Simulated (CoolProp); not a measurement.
Vapour-liquid equilibrium of propane (1) + R245fa (2) at 868 kPa; x and y are mole fractions of (1).

Computed with CoolProp (multi-fluid Helmholtz-energy mixture model, Lemmon 2009 and Akasaka 2015; pair parameters Bell 2016).

| x | bubble temperature (°C) | y at the bubble point | dew temperature at overall composition x (°C) | liquid density (mol/L) |
|---|---|---|---|---|
| 0.05 | 70.2 | 0.287 | 81.6 | 8.977 |
| 0.125 | … | … | 78.2 | 9.394 |
| 0.2 | 42.7 | 0.694 | 74.6 | 9.675 |
| 0.275 | 36.2 | 0.760 | 70.8 | 9.859 |
| 0.35 | 32.3 | 0.796 | 66.7 | 9.986 |
| 0.425 | 30.0 | 0.817 | 62.4 | 10.09 |
| 0.5 | 28.4 | 0.832 | 57.6 | 10.18 |
| 0.575 | 27.2 | 0.845 | … | 10.27 |
| 0.65 | … | 0.858 | … | 10.38 |
| 0.725 | 25.0 | 0.874 | 39.7 | 10.52 |
| 0.8 | 23.9 | 0.895 | 31.9 | 10.69 |
| 0.875 | 22.9 | 0.923 | 25.0 | 10.89 |
| 0.95 | … | 0.963 | 22.1 | 11.12 |

Question: Fill in the missing entries.

Answer: 
- 0.125, bubble temperature (°C): 53.5
- 0.125, y at the bubble point: 0.559
- 0.575, dew temperature at overall composition x (°C): 52.4
- 0.65, bubble temperature (°C): 26.1
- 0.65, dew temperature at overall composition x (°C): 46.5
- 0.95, bubble temperature (°C): 21.9

No azeotrope shows between x = 0.05 and 0.95.

Pair parameters are fitted to limited data, so mixtures are less certain than the pure fluids. With so large a gap from Raoult's law the liquid may split in two, which this calculation doesn't test in full.
